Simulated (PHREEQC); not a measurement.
Make-up at 25 °C: 0.024 mol NiSO4 and 6.4e-05 mol H2SO4 per kg of water. Closed to the air; pH follows from the charge balance.

Model: ion-association model, wateq4f.dat, run in PHREEQC.

```yaml
pH: 4.19
ionic_strength: 0.0619 mol/kgw
total_alkalinity: -0.128 meq/kg
```

```tsv
species	molality	activity	log γ
SO4-2	0.0155	0.00671	-0.363
Ni+2	0.0155	0.00662	-0.369
NiSO4	0.00853	0.00865	0.006
H+	7.61e-5	6.43e-5	-0.073
HSO4-	5.19e-5	4.19e-5	-0.093
Ni(SO4)2-2	7.28e-6	3.12e-6	-0.369
```

This is a speciation only: nothing precipitates in the calculation.
